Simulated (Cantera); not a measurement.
Charge: 1 mol Fe3O4, 1.8 mol C, 0.99 mol CO, equilibrated at 1.33 mbar.

Cantera equilibrium calculation (NASA polynomials, part measured and part estimated; ideal gas, pure solids and liquids). Candidate condensed phases: C, Fe, Fe(CO)5, FeO, Fe2O3, Fe3O4; 15 gas species. Mutual solubility and eutectic melting of coexisting phases are not modelled. The tables' stoichiometric FeO is somewhat more stable than real wüstite, so its field is too wide. FeO: taken at fixed stoichiometry. Equilibrium is a limit: real reactors are often held back by kinetics, nucleation or transport.

log p: log10 of the partial pressure in bar; n: condensed amount in mol.

```json
[
 {"T (K)": "1148", "log p CO": "-2.96", "log p CO2": "-3.63", "log p Fe": "-11.10", "log p FeO": "<-14", "n Fe(α)": "1.29", "n FeO(s)": "1.71", "n Fe(γ)": "0", "n Fe(δ)": "0", "n FeO(l)": "0"},
 {"T (K)": "1223", "log p CO": "-2.95", "log p CO2": "-3.66", "log p Fe": "?", "log p FeO": "?", "n Fe(α)": "0", "n FeO(s)": "1.74", "n Fe(γ)": "1.26", "n Fe(δ)": "0", "n FeO(l)": "0"},
 {"T (K)": "1298", "log p CO": "-2.95", "log p CO2": "-3.68", "log p Fe": "-8.99", "log p FeO": "-12.31", "n Fe(α)": "0", "n FeO(s)": "1.76", "n Fe(γ)": "1.24", "n Fe(δ)": "0", "n FeO(l)": "0"},
 {"T (K)": "1373", "log p CO": "-2.95", "log p CO2": "-3.70", "log p Fe": "-8.11", "log p FeO": "-11.21", "n Fe(α)": "0", "n FeO(s)": "1.78", "n Fe(γ)": "1.22", "n Fe(δ)": "0", "n FeO(l)": "0"},
 {"T (K)": "1448", "log p CO": "-2.94", "log p CO2": "-3.72", "log p Fe": "-7.32", "log p FeO": "-10.22", "n Fe(α)": "0", "n FeO(s)": "1.80", "n Fe(γ)": "1.20", "n Fe(δ)": "0", "n FeO(l)": "0"},
 {"T (K)": "1523", "log p CO": "-2.94", "log p CO2": "-3.74", "log p Fe": "-6.61", "log p FeO": "-9.34", "n Fe(α)": "0", "n FeO(s)": "1.82", "n Fe(γ)": "1.18", "n Fe(δ)": "0", "n FeO(l)": "0"},
 {"T (K)": "1598", "log p CO": "-2.94", "log p CO2": "-3.75", "log p Fe": "-5.98", "log p FeO": "-8.54", "n Fe(α)": "0", "n FeO(s)": "1.83", "n Fe(γ)": "1.17", "n Fe(δ)": "0", "n FeO(l)": "0"},
 {"T (K)": "1673", "log p CO": "-2.93", "log p CO2": "-3.78", "log p Fe": "?", "log p FeO": "?", "n Fe(α)": "0", "n FeO(s)": "0", "n Fe(γ)": "0", "n Fe(δ)": "1.14", "n FeO(l)": "1.85"},
 {"T (K)": "1748", "log p CO": "-2.93", "log p CO2": "-3.82", "log p Fe": "-4.87", "log p FeO": "-7.21", "n Fe(α)": "0", "n FeO(s)": "0", "n Fe(γ)": "0", "n Fe(δ)": "1.09", "n FeO(l)": "1.88"}
]
```

Q: What belongs in the gaps?

A: 
- 1673, log p Fe: -5.40
- 1673, log p FeO: -7.83
- 1223, log p Fe: -9.98
- 1223, log p FeO: -13.55
